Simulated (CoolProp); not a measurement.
Values from CoolProp's reference Helmholtz-energy equation of state, Bücker 2006.

Q: For ethane, give the phase and the cv (kJ/(kg K)), expansivity (1/kK), fugacity coefficient at 491.7 K and 5.28 MPa.

A: 
- 491.7 K and 5.28 MPa: supercritical; cv 2.31, expansivity 2.68, fugacity coefficient 0.934
